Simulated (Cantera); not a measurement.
An adiabatic, constant-volume homogeneous reactor starts with H₂ : O₂ : N₂ = 1 : 0.556 : 2.09 (molar parts), at 1275 K and 27000 Pa.

Cantera simulation using GRI-Mech 3.0 (53 species, 325 reactions); the numbers are that mechanism's predictions, not measurements.

x: mole fraction; the columns are a selection and need not sum to one.

```json
[
 {"t (s)": "2.00e-6", "T (K)": "1275", "P (bar)": "0.270", "x H₂": "0.274", "x O₂": "0.152", "x NO₂": "<1e-12", "x O": "4.26e-10", "x H₂O": "4.54e-10", "x HO₂": "5.93e-9"},
 {"t (s)": "6.70e-6", "T (K)": "1275", "P (bar)": "0.270", "x H₂": "0.274", "x O₂": "0.152", "x NO₂": "<1e-12", "x O": "3.31e-9", "x H₂O": "1.03e-8", "x HO₂": "2.01e-8"},
 {"t (s)": "2.24e-5", "T (K)": "1275", "P (bar)": "0.270", "x H₂": "0.274", "x O₂": "0.152", "x NO₂": "<1e-12", "x O": "5.64e-8", "x H₂O": "3.90e-7", "x HO₂": "7.53e-8"},
 {"t (s)": "7.52e-5", "T (K)": "1276", "P (bar)": "0.270", "x H₂": "0.273", "x O₂": "0.152", "x NO₂": "<1e-12", "x O": "0.000123", "x H₂O": "0.00100", "x HO₂": "1.24e-5"},
 {"t (s)": "0.000252", "T (K)": "___", "P (bar)": "0.453", "x H₂": "___", "x O₂": "___", "x NO₂": "___", "x O": "___", "x H₂O": "___", "x HO₂": "___"},
 {"t (s)": "0.000844", "T (K)": "2794", "P (bar)": "0.539", "x H₂": "0.0418", "x O₂": "___", "x NO₂": "___", "x O": "___", "x H₂O": "0.230", "x HO₂": "7.93e-6"},
 {"t (s)": "0.00283", "T (K)": "2792", "P (bar)": "0.538", "x H₂": "0.0423", "x O₂": "0.0250", "x NO₂": "1.51e-6", "x O": "0.0114", "x H₂O": "0.231", "x HO₂": "7.44e-6"},
 {"t (s)": "0.00948", "T (K)": "2790", "P (bar)": "0.538", "x H₂": "0.0426", "x O₂": "0.0243", "x NO₂": "1.86e-6", "x O": "0.0112", "x H₂O": "0.231", "x HO₂": "7.24e-6"},
 {"t (s)": "0.0317", "T (K)": "2790", "P (bar)": "0.538", "x H₂": "0.0426", "x O₂": "0.0243", "x NO₂": "1.86e-6", "x O": "0.0112", "x H₂O": "0.231", "x HO₂": "7.24e-6"},
 {"t (s)": "0.106", "T (K)": "2790", "P (bar)": "0.538", "x H₂": "0.0426", "x O₂": "0.0243", "x NO₂": "1.86e-6", "x O": "0.0112", "x H₂O": "0.231", "x HO₂": "7.24e-6"},
 {"t (s)": "0.356", "T (K)": "2790", "P (bar)": "0.538", "x H₂": "0.0426", "x O₂": "0.0243", "x NO₂": "1.86e-6", "x O": "0.0112", "x H₂O": "0.231", "x HO₂": "7.24e-6"},
 {"t (s)": "1.19", "T (K)": "2790", "P (bar)": "0.538", "x H₂": "0.0426", "x O₂": "0.0243", "x NO₂": "1.86e-6", "x O": "0.0112", "x H₂O": "0.231", "x HO₂": "7.24e-6"},
 {"t (s)": "4.00", "T (K)": "2790", "P (bar)": "0.538", "x H₂": "0.0426", "x O₂": "0.0243", "x NO₂": "1.86e-6", "x O": "0.0112", "x H₂O": "0.231", "x HO₂": "7.24e-6"}
]
```

Task: What belongs in the gaps?

Result: 
- 0.000252, T (K): 2263
- 0.000252, x H₂: 0.0521
- 0.000252, x O₂: 0.0366
- 0.000252, x NO₂: 3.36e-9
- 0.000252, x O: 0.0233
- 0.000252, x H₂O: 0.194
- 0.000252, x HO₂: 4.99e-6
- 0.000844, x O₂: 0.0273
- 0.000844, x NO₂: 4.06e-7
- 0.000844, x O: 0.0124
